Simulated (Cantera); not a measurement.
A closed system holds: 1 mol Pb, 2.3 mol O2, 0.36 mol N2, held at 300 °C.

Cantera equilibrium calculation (NASA polynomials, part measured and part estimated; ideal gas, pure solids and liquids). Candidate condensed phases: Pb, PbO, PbO2, Pb3O4; 12 gas species. The numbers say what is thermodynamically allowed, not how fast it happens.

Problem. Which condensed phases are stable at each of these points (P (Pa)): 10, 36, 130, 460, 1700, 6000, 22000, 77000, 280000, 1000000?

Solution. 
```
P (Pa)   condensed phases  Pb condensed (%)
-------  ----------------  ----------------
10               PbO(red)             100.0
36               PbO(red)             100.0
130              PbO(red)             100.0
460              PbO(red)             100.0
1700             PbO(red)             100.0
6000             Pb3O4(s)             100.0
22000            Pb3O4(s)             100.0
77000            Pb3O4(s)             100.0
280000           Pb3O4(s)             100.0
1000000          Pb3O4(s)             100.0
```

From 10.0 Pa to 17.0 mbar the condensed part is PbO(red). From 60.0 mbar to 10.0 bar the condensed part is Pb3O4(s).
